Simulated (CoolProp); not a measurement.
A single-stage vapour-compression cycle with R410A: evaporating at 307.15 K (dew point), condensing at 334.15 K (bubble point), superheat 10 K, subcooling 0 K, compressor efficiency 0.8, no pressure losses. Each further row changes one setting.

Model: reference Helmholtz-energy equation of state, Lemmon 2003, in CoolProp. It is a pseudo-pure fit of the blend.

```
case                              cooling COP  pressure ratio  discharge temperature (K)  refrigerating effect (kJ/kg)  volumetric capacity (kJ/m³)
--------------------------------  -----------  --------------  -------------------------  ----------------------------  ---------------------------
as stated                                6.06            1.88                      357.8                           130                        10100
evaporating temperature 312.15 K         7.69            1.66                      355.2                           131                        11600
condensing temperature 329.15 K          8.03            1.69                      350.5                           142                        11000
subcooling 5 K                           6.70            1.88                      357.8                           144                        11200
superheat 20 K                           6.12            1.88                      368.0                           143                        10200
compressor efficiency 0.7                5.30            1.88                      359.9                           130                        10100
```
